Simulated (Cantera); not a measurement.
Stirred combustor or abatement burner

A perfectly stirred reactor is fed with 2.78 % CH₄, 11.6 % O₂, 85.6 % N₂, at 1.00 bar; it is adiabatic with a 775 K inlet, and is followed from long to short residence time, starting on the burning branch (τ in s: 0.11, 0.034, 0.01, 0.0031, 0.00093, 0.00028, 8.5e-05, 2.6e-05, 7.7e-06).

Cantera simulation using GRI-Mech 3.0 (53 species, 325 reactions); the numbers are that mechanism's predictions, not measurements.

```
τ (s)    T (K)     x CH₄    x O₂   x H₂O   x C₂H₂      x CO    x NO₂
-------  -----  --------  ------  ------  -------  --------  -------
0.11      1417   2.89e-5  0.0605  0.0554  2.41e-9  0.000329  9.36e-9
0.034     1411   6.22e-5  0.0607  0.0552  3.36e-9  0.000758  5.15e-9
0.010     1398  0.000143  0.0614  0.0547  4.70e-9   0.00182  2.71e-9
0.0031    1369  0.000364  0.0631  0.0538  9.38e-9   0.00432  1.59e-9
0.00093    775    0.0278   0.116  <1e-12   <1e-12    <1e-12   <1e-12
0.00028    775    0.0278   0.116  <1e-12   <1e-12    <1e-12   <1e-12
8.5e-5     775    0.0278   0.116  <1e-12   <1e-12    <1e-12   <1e-12
2.6e-5     775    0.0278   0.116  <1e-12   <1e-12    <1e-12   <1e-12
7.7e-6     775    0.0278   0.116  <1e-12   <1e-12    <1e-12   <1e-12
```
x: mole fraction; the columns are a selection and need not sum to one.
